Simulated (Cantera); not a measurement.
An isothermal, constant-pressure homogeneous reactor starts with H2 : O2 : N2 = 0.33 : 1 : 1 (molar parts), equivalence ratio 0.17, at 1073 K and 13000 Pa.

Cantera simulation using the H2/O2 subset of GRI-Mech 3.0, which has no nitrogen chemistry; the numbers are that mechanism's predictions, not measurements. The temperature is held fixed by assumption; the heat of reaction is taken as removed at once.

x: mole fraction; the columns are a selection and need not sum to one.

```json
[
 {"t (s)": "7.00e-5", "x H2": "0.142", "x O2": "0.429", "x O": "5.36e-9", "x H": "1.17e-8", "x H2O2": "3.45e-12", "x OH": "2.48e-9"},
 {"t (s)": "0.000186", "x H2": "0.142", "x O2": "0.429", "x O": "(withheld)", "x H": "(withheld)", "x H2O2": "1.82e-10", "x OH": "(withheld)"},
 {"t (s)": "0.000493", "x H2": "0.0237", "x O2": "0.379", "x O": "0.0160", "x H": "0.0334", "x H2O2": "3.39e-6", "x OH": "0.00550"},
 {"t (s)": "0.00131", "x H2": "0.00122", "x O2": "0.385", "x O": "0.00117", "x H": "0.000345", "x H2O2": "2.75e-6", "x OH": "0.000850"},
 {"t (s)": "0.00347", "x H2": "0.000189", "x O2": "0.386", "x O": "0.000125", "x H": "1.08e-5", "x H2O2": "1.26e-6", "x OH": "0.000237"},
 {"t (s)": "0.00921", "x H2": "3.17e-5", "x O2": "0.386", "x O": "2.06e-5", "x H": "7.41e-7", "x H2O2": "5.01e-7", "x OH": "9.88e-5"},
 {"t (s)": "0.0244", "x H2": "4.26e-6", "x O2": "0.386", "x O": "4.12e-6", "x H": "6.46e-8", "x H2O2": "1.81e-7", "x OH": "4.58e-5"},
 {"t (s)": "0.0648", "x H2": "4.80e-7", "x O2": "0.386", "x O": "9.95e-7", "x H": "7.23e-9", "x H2O2": "6.26e-8", "x OH": "2.27e-5"},
 {"t (s)": "0.172", "x H2": "7.46e-8", "x O2": "0.386", "x O": "2.89e-7", "x H": "1.09e-9", "x H2O2": "2.22e-8", "x OH": "1.22e-5"},
 {"t (s)": "0.456", "x H2": "(withheld)", "x O2": "0.386", "x O": "(withheld)", "x H": "2.04e-10", "x H2O2": "(withheld)", "x OH": "(withheld)"},
 {"t (s)": "1.21", "x H2": "6.45e-9", "x O2": "0.386", "x O": "3.32e-8", "x H": "4.22e-11", "x H2O2": "3.12e-9", "x OH": "4.11e-6"},
 {"t (s)": "3.21", "x H2": "2.28e-9", "x O2": "0.386", "x O": "1.22e-8", "x H": "9.42e-12", "x H2O2": "1.20e-9", "x OH": "2.49e-6"},
 {"t (s)": "8.52", "x H2": "9.09e-10", "x O2": "0.386", "x O": "4.82e-9", "x H": "2.43e-12", "x H2O2": "4.94e-10", "x OH": "1.56e-6"},
 {"t (s)": "22.6", "x H2": "5.13e-10", "x O2": "0.386", "x O": "2.52e-9", "x H": "1.01e-12", "x H2O2": "2.66e-10", "x OH": "1.13e-6"},
 {"t (s)": "60.0", "x H2": "4.57e-10", "x O2": "0.386", "x O": "2.16e-9", "x H": "<1e-12", "x H2O2": "2.30e-10", "x OH": "1.05e-6"}
]
```

Question: Fill in the missing entries.

Answer: 
- 0.000186, x O: 1.22e-6
- 0.000186, x H: 2.60e-6
- 0.000186, x OH: 5.59e-7
- 0.456, x H2: 1.99e-8
- 0.456, x O: 9.48e-8
- 0.456, x H2O2: 8.22e-9
- 0.456, x OH: 6.97e-6
